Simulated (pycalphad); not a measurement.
CALPHAD calculation (pycalphad, COST 507 light-alloy database (1999)), 1 atm. No gas phase is included, though pure Mg would boil below 1550 K. These are 1990s assessments: newer ones move some temperatures and phases. Amounts are mole fractions of atoms.

Give the equilibrium state of Si-0.36Mg (at.%) at 1150 K.

diamond (Si), fraction 0.995, with no Mg at.%; MG2SI, fraction 0.005, with 66.7 Mg at.%.

Give the equilibrium state of Si-0.36Mg (at.%) at 1550 K.


```
T = 1550.00 K, P = 101325 Pa, N = 1 mol of atoms
G = -60175 J/mol, H = 32706 J/mol, S = 59.92 J/(mol K)  (SER reference)
chemical potentials (J/mol): Si -59910, Mg -133443
phase             fraction      x(Si)      x(Mg)
DIAMOND_A4          0.9790     1.0000       none
LIQUID              0.0210     0.8286     0.1714
```

Database names, with the compositions (at.%) that they take in these runs: MG2SI: Mg 67 Si 33. DIAMOND_A4 is diamond (Si). An entry "none" or "no" means that the model of the phase leaves that element out.
